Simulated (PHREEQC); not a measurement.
Model water analysis in mmol/kgw, 25 °C, pH 6.61, pe 11.7:

```csv
constituent,mmol/kgw
Na,0.00102
K,0.000102
Ca,0.000155
Mg,0.000255
Cl,3.13e-05
S(6),0.000291
Alkalinity (meq/kgw),0.00132
Sr,3.98e-06
Si,3.4e-06
```

Valence states are taken as typed.

All values are PHREEQC results (ion-association model, wateq4f.dat), not measurements.

```
quantity                    before     after
------------------------  --------  --------
ionic strength (mol/kgw)   2.89e-6   2.67e-6
HCO3- (mol/kgw)            1.53e-6   9.32e-7
CO2 (mol/kgw)              8.40e-7   5.14e-8
CO3-2 (mol/kgw)           2.93e-10   1.79e-9
MgSO4 (mol/kgw)           1.71e-11  1.71e-11
SI of Quartz (SiO2)          -4.49     -4.49
```

Problem. Name the change that produced these shifts.
A. S(6) from 0.000291 to 0.000873 mmol/kgw
B. pH from 6.61 to 7.61 at the same alkalinity
C. pH from 6.61 to 5.61 at the same alkalinity
D. Sr from 3.98e-06 to 1.19e-05 mmol/kgw

Solution. B, pH from 6.61 to 7.61 at the same alkalinity

This is a speciation only: nothing precipitates in the calculation.
